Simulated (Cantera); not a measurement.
Feed: 1 mol SiHCl₃, 9.8 mol NH₃, 5.3 mol H₂, equilibrated at 0.140 bar.

Method: chemical equilibrium by Gibbs-energy minimisation in Cantera with the NASA 1993 tables (ideal gas, pure condensed phases). Candidate condensed phases: NH₄Cl, Si, Si₃N₄; 28 gas species. The tables' values for SiCl₃ are old estimates; treat these amounts as uncertain. The numbers say what is thermodynamically allowed, not how fast it happens. All values below are at 1548 K.

Base state: H₂ 0.725, N₂ 0.162, HCl 0.110, SiCl₂ 0.00167, SiCl₃ 0.000149, H 7.01e-5, SiCl₄ 3.74e-5, SiHCl₃ 3.01e-5 (mole fractions); condensed: Si₃N₄(s).

Task: What changes in the equilibrium state with this change: pressure from 0.140 bar to 0.00120 bar?

Result: 
```tsv
species	before	after
H₂	0.725	0.733
N₂	0.162	0.172
HCl	0.110	0.0761
SiCl₂	0.00167	0.0182
Si	6.81e-9	1.83e-5
SiCl	1.62e-7	2.77e-5
Si₃N₄(s), mol	0.317	0.171
```
The tables' values for SiCl₃, SiCl are old estimates; treat these amounts as uncertain.
